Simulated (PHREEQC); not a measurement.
Make-up at 27 °C: 0.078 mol NaHSO4 and 0.0002 mol Na2HPO4 per kg of water. Closed to the air; pH follows from the charge balance.

Computed with PHREEQC (ion-association model, phreeqc.dat).

No solid was allowed to form.

Task: Order these S species by the share of S that they hold, largest first: HSO4-, NaSO4-, SO4-2.

Result: HSO4- (53 %), SO4-2 (42 %), NaSO4- (5.1 %)

The pH is 1.53 and the ionic strength 0.143 mol/kgw.
